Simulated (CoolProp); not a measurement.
Vapour pressure (MPa) of isobutane: the reference equation beside estimates from Tc = 134.7 °C, pc = 3.629 MPa, ω = 0.184. Clausius-Clapeyron is anchored at 32.85 °C with a constant enthalpy of vaporisation of 18.60 kJ/mol.

Computed with CoolProp (reference Helmholtz-energy equation of state, Bücker 2006).

| T (°C) | reference | Lee-Kesler | Clausius-Clapeyron | van der Waals | Soave-Redlich-Kwong | Peng-Robinson |
|---|---|---|---|---|---|---|
| -51.25 | 0.01565 | 0.01523 | 0.02743 | 0.1750 | 0.01542 | 0.01613 |
| -34.45 | 0.03779 | 0.03708 | 0.05577 | 0.2728 | 0.03735 | 0.03835 |
| -17.55 | 0.08027 | 0.07942 | 0.1036 | 0.4037 | … | 0.08066 |
| -0.75 | 0.1528 | 0.1522 | 0.1778 | 0.5703 | 0.1523 | 0.1527 |
| 16.05 | 0.2677 | 0.2679 | 0.2866 | 0.7771 | 0.2678 | 0.2667 |
| 32.85 | 0.4382 | 0.4396 | 0.4382 | 1.027 | 0.4402 | 0.4364 |
| 49.75 | … | 0.6831 | 0.6425 | 1.326 | 0.6864 | 0.6787 |
| 66.55 | 1.008 | 1.011 | 0.9051 | 1.673 | 1.020 | 1.007 |
| 83.35 | 1.439 | … | 1.234 | 2.071 | 1.458 | 1.441 |
| 100.15 | 1.992 | 1.992 | 1.637 | 2.523 | 2.018 | … |

### Question
What belongs in the gaps?

### Answer

- -17.55, Soave-Redlich-Kwong: 0.07964
- 49.75, reference: 0.6807
- 83.35, Lee-Kesler: 1.440
- 100.15, Peng-Robinson: 2.000

Absolute difference from the reference over all 10 rows, mean and median: Lee-Kesler 0.7 and 0.3 %, Clausius-Clapeyron 22.3 and 15.3 %, van der Waals 287.2 and 162.3 %, Soave-Redlich-Kwong 0.9 and 1.0 %, Peng-Robinson 0.7 and 0.4 %.
